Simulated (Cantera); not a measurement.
**Fe + H2O + H2 (metals in furnace atmospheres)**

Charge: 1 mol Fe, 0.14 mol H2O, 48 mol H2, equilibrated at 1550 K and 100000 Pa.

Equilibrium computed with Cantera from the NASA thermochemical tables; the gas is ideal and each condensed phase is pure. Candidate condensed phases: Fe, FeO, Fe(OH)2, Fe(OH)3, Fe2O3, Fe3O4, H2O; 12 gas species. The numbers say what is thermodynamically allowed, not how fast it happens.

The x(H2) is 0.997 and the x(H2O) is 0.00291. The x(H) is 3.14e-5. The n(Fe(γ)) is 1.000 mol and the gas amount is 48.14 mol.
